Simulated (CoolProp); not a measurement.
Vapour-liquid equilibrium of m-xylene (1) + o-xylene (2) at 442.9 K; x and y are mole fractions of (1).

The numbers come from the multi-fluid Helmholtz-energy mixture model, Zhou 2012 and Zhou 2012; pair parameters Bell 2016 in CoolProp.

| x | bubble pressure (kPa) | y at the bubble point | dew pressure at overall composition x (kPa) | liquid density (mol/L) |
|---|---|---|---|---|
| 0.05 | 190.9 | 0.056 | 190.8 | 7.000 |
| 0.15 | 193.4 | 0.166 | 193.1 | 6.981 |
| 0.25 | 196.1 | 0.273 | 195.5 | 6.961 |
| 0.35 | 198.8 | 0.379 | 198.0 | 6.942 |
| 0.45 | 201.5 | 0.481 | 200.7 | 6.922 |
| 0.55 | 204.3 | 0.581 | 203.5 | 6.903 |
| 0.65 | 207.1 | 0.678 | 206.3 | 6.883 |
| 0.75 | 209.8 | 0.772 | 209.2 | 6.864 |
| 0.85 | 212.4 | 0.864 | 212.0 | 6.845 |
| 0.95 | 215.0 | 0.955 | 214.8 | 6.826 |

No azeotrope shows between x = 0.05 and 0.95.

Pair parameters are fitted to limited data, so mixtures are less certain than the pure fluids.
